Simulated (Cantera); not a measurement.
## Adiabatic ignition

An adiabatic, constant-pressure homogeneous reactor starts with 1.21 % C₃H₈, 20.7 % O₂, 78.1 % N₂, equivalence ratio 0.29, at 1673 K and 225 Torr.

Detailed kinetics in Cantera: GRI-Mech 3.0 (53 species, 325 reactions). GRI-Mech 3.0 was tuned for natural gas; its chemistry of propane as a main component is partial and can be far from experiment.

```csv
t (s),T (K),x C₃H₈,x O₂,x N₂O,x CH₂CO,x CO₂,x H₂O
2.00e-6,1671,0.0118,0.207,9.40e-12,4.22e-9,1.26e-8,3.09e-6
6.93e-6,1665,0.0110,0.207,2.06e-10,1.61e-6,2.38e-6,0.000137
2.40e-5,1661,0.00661,0.203,1.91e-9,0.000141,0.000134,0.00258
8.33e-5,1960,<1e-12,0.149,7.07e-8,6.30e-5,0.00736,0.0394
0.000289,2003,<1e-12,0.137,1.42e-7,<1e-12,0.0255,0.0364
0.00100,2090,<1e-12,0.138,1.68e-7,<1e-12,0.0287,0.0386
0.00347,2202,<1e-12,0.141,2.44e-7,<1e-12,0.0320,0.0421
0.0120,2261,<1e-12,0.143,3.01e-7,<1e-12,0.0340,0.0443
0.0416,2262,<1e-12,0.142,3.02e-7,<1e-12,0.0341,0.0444
0.144,2256,<1e-12,0.141,3.08e-7,<1e-12,0.0342,0.0445
0.500,2247,<1e-12,0.138,3.27e-7,<1e-12,0.0343,0.0446
```
x: mole fraction; the columns are a selection and need not sum to one.

| Item | Value |
|---|---|
| time of steepest temperature rise | 55.8 µs |
| temperature at 0.500 s | 2247 K |
| equilibrium temperature | 2245 K |
| x(C₃H₈) at 0.500 s | <1e-12 (gas-phase equilibrium <1e-12) |
| x(O₂) at 0.500 s | 0.138 (gas-phase equilibrium 0.138) |
| x(N₂O) at 0.500 s | 3.27e-7 (gas-phase equilibrium 3.34e-7) |
